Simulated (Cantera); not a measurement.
Input: 1 mol Al, 4.2 mol Cl2, 0.33 mol N2, at 1.50e-5 bar.

Cantera equilibrium calculation (NASA polynomials, part measured and part estimated; ideal gas, pure solids and liquids). Candidate condensed phases: Al, AlCl3, AlN; 11 gas species. The tables' values for AlCl2 are old estimates; treat these amounts as uncertain. The numbers say what is thermodynamically allowed, not how fast it happens.

x: gas mole fraction; nothing condenses.

| T (K) | x Cl | x Cl2 | x AlCl3 | x N2 | x Al2Cl6 | x AlCl2 |
|---|---|---|---|---|---|---|
| 675 | 6.38e-5 | 0.670 | 0.248 | 0.0819 | ___ | <1e-12 |
| 775 | 0.00108 | 0.669 | 0.248 | 0.0818 | ___ | <1e-12 |
| 875 | 0.00968 | 0.662 | 0.247 | 0.0815 | ___ | 1.42e-12 |
| 975 | 0.0540 | 0.625 | 0.241 | 0.0797 | ___ | 9.96e-11 |
| 1075 | 0.202 | 0.501 | 0.223 | 0.0736 | ___ | 3.23e-9 |
| 1175 | 0.483 | 0.267 | 0.188 | 0.0621 | ___ | 6.51e-8 |
| 1275 | 0.710 | 0.0774 | 0.160 | 0.0528 | ___ | 1.14e-6 |
| 1375 | 0.782 | 0.0168 | 0.151 | 0.0499 | ___ | 1.79e-5 |

Problem. Fill in the missing entries.

Solution. 
- 675, x Al2Cl6: 8.58e-5
- 775, x Al2Cl6: 5.48e-6
- 875, x Al2Cl6: 6.70e-7
- 975, x Al2Cl6: 1.24e-7
- 1075, x Al2Cl6: 2.84e-8
- 1175, x Al2Cl6: 6.90e-9
- 1275, x Al2Cl6: 2.04e-9
- 1375, x Al2Cl6: 8.56e-10
